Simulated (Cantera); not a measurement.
Charge: 1 mol V, 1.7 mol O2, 19 mol H2, equilibrated at 75.0 Torr.

Cantera equilibrium calculation (NASA polynomials, part measured and part estimated; ideal gas, pure solids and liquids). Candidate condensed phases: H2O, V, VO, V2O3, V2O4, V2O5; 12 gas species. Mutual solubility and eutectic melting of coexisting phases are not modelled. VO: taken at fixed stoichiometry. Condensed phases not in the tables: the oxides between V2O3 and V2O5 other than VO2. Kinetics and transport are ignored.

x: gas mole fraction; n: condensed amount in mol.

```csv
T (K),x H2,x H,x H2O,x VO2,x VO,x OH,x O,n V2O3(s),n VO(l)
2225,0.880,0.0192,0.0964,0.00407,0.000306,0.000305,4.62e-6,0.458,___
2275,0.871,0.0251,0.0961,0.00698,0.000590,0.000430,8.50e-6,0.392,___
2325,0.844,0.0320,0.110,0.0122,0.000986,0.000693,1.78e-5,0,___
2375,0.836,0.0408,0.104,0.0169,0.00161,0.000899,2.95e-5,0,___
2425,0.826,0.0514,0.0960,0.0227,0.00257,0.00113,4.70e-5,0,___
2475,0.814,0.0642,0.0871,0.0294,0.00403,0.00138,7.21e-5,0,___
2525,0.799,0.0792,0.0772,0.0369,0.00620,0.00163,0.000106,0,___
2575,0.781,0.0968,0.0725,0.0396,0.00765,0.00202,0.000163,0,0
2625,0.761,0.117,0.0716,0.0386,0.00808,0.00261,0.000259,0,0
2675,0.739,0.140,0.0703,0.0375,0.00850,0.00334,0.000406,0,0
2725,0.714,0.167,0.0688,0.0364,0.00888,0.00421,0.000625,0,0
2775,0.686,0.196,0.0668,0.0352,0.00924,0.00525,0.000946,0,0
```

**Question.** What belongs in the gaps?

**Answer.** 
- 2225, n VO(l): 0
- 2275, n VO(l): 0.0684
- 2325, n VO(l): 0.742
- 2375, n VO(l): 0.634
- 2425, n VO(l): 0.493
- 2475, n VO(l): 0.317
- 2525, n VO(l): 0.102
